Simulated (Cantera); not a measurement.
A Cantera script and what it prints.

```python
import numpy as np
import cantera as ct

gas_names = """
    B BH BH2 BH3 BN BO BO2 B2 B2O B2O2 B2O3 B3O3H3 H HBO HBO2 HNO HNO2 HNO3 HO2 H2 H2O H2O2 H3B3O6 N NH
    NH2 NH3 NH2OH NO NO2 NO3 N2 N2H2 N2H4 N2O O OH O2 O3
""".split()
cond_names = """
    B(b) B(L) BN(s) B2O3(L) B3O3H3(cr) H2O(s) H2O(L)
""".split()


def load(file, names, dense=False):
    # The tables refer to 1 bar. Condensed volumes are neglected.
    table = {s.name: s for s in ct.Species.list_from_file(file)}
    out = []
    for n in names:
        d = dict(table[n].input_data)
        d["thermo"] = dict(d["thermo"], **{"reference-pressure": 1e5})
        if dense:
            d["equation-of-state"] = {"model": "constant-volume", "density": "1e6 g/cm^3"}
        out.append(ct.Species.from_dict(d))
    return out


gas = ct.Solution(thermo="ideal-gas", species=load("nasa_gas.yaml", gas_names))
cond = {s.name: ct.Solution(thermo="fixed-stoichiometry", species=[s], name=s.name)
        for s in load("nasa_condensed.yaml", cond_names, dense=True)}
atoms = {
    'B2O3': {'B': 2, 'O': 3},
    'NH3': {'N': 1, 'H': 3},
    'N2': {'N': 2},
}
top_T = {'BN(s)': 3200}  # K; cautious upper limits of use, not melting points


def equilibrate(T, P, feed):
    n = {}
    for name, mol in feed.items():
        for a, k in atoms[name].items():
            n[a] = n.get(a, 0.0) + k * mol
    gas.TPX = T, P, n
    mass = sum(n.values()) * gas.mean_molecular_weight
    gas.equilibrate("TP")
    valid = [c for c in cond.values() if c.min_temp <= T <= top_T.get(c.name, c.max_temp)]
    mix = ct.Mixture([(gas, mass / gas.mean_molecular_weight)] + [(c, 0.0) for c in valid])
    mix.T, mix.P = T, P
    mix.equilibrate("TP", solver="vcs", rtol=1e-11, max_steps=5000)
    return mix


results = []
feed = {'B2O3': 1, 'NH3': 19, 'N2': 2.1}  # mol
P = 1000  # Pa
for T in [1623, 1648, 1673, 1698, 1723, 1748, 1773, 1798, 1823]:
    mix = equilibrate(T, P, feed)
    results.append((T, P, feed, dict(zip(mix.species_names, mix.species_moles))))

top = {s: max(r[3][s] / sum(r[3][g] for g in gas_names) for r in results) for s in gas_names}
cols = sorted((s for s in top if top[s] > 0.001), key=lambda s: -top[s])[:6]
seen = [c for c in cond_names if any(r[3].get(c, 0) > 1e-12 for r in results)]
print("log10 of partial pressures in bar; condensed amounts in mol")
print(f"{'T/K':>10s}" + "".join(f"{s[:9]:>10s}" for s in cols + seen))
for T, P, feed, n in results:
    ng = sum(n[g] for g in gas_names)
    print(f"{T:10.4g}" + "".join(f"{np.log10(max(n[s] / ng * P / 1e5, 1e-99)):10.3f}" for s in cols)
          + "".join(f"{n.get(c, 0):10.4g}" for c in seen))
```

It prints:

```
log10 of partial pressures in bar; condensed amounts in mol
       T/K        H2        N2       HBO      HBO2      B2O3         H
      1623    -2.168    -2.550    -3.919    -3.886    -3.978    -5.244
      1648    -2.168    -2.550    -3.907    -3.880    -3.991    -5.134
      1673    -2.168    -2.550    -3.896    -3.874    -4.003    -5.028
      1698    -2.169    -2.550    -3.885    -3.868    -4.016    -4.924
      1723    -2.169    -2.550    -3.875    -3.864    -4.029    -4.824
      1748    -2.170    -2.550    -3.866    -3.859    -4.043    -4.726
      1773    -2.170    -2.550    -3.857    -3.855    -4.056    -4.631
      1798    -2.171    -2.550    -3.849    -3.852    -4.071    -4.539
      1823    -2.171    -2.550    -3.842    -3.849    -4.085    -4.449
```

Equilibrium computed with Cantera from the NASA thermochemical tables; the gas is ideal and each condensed phase is pure.
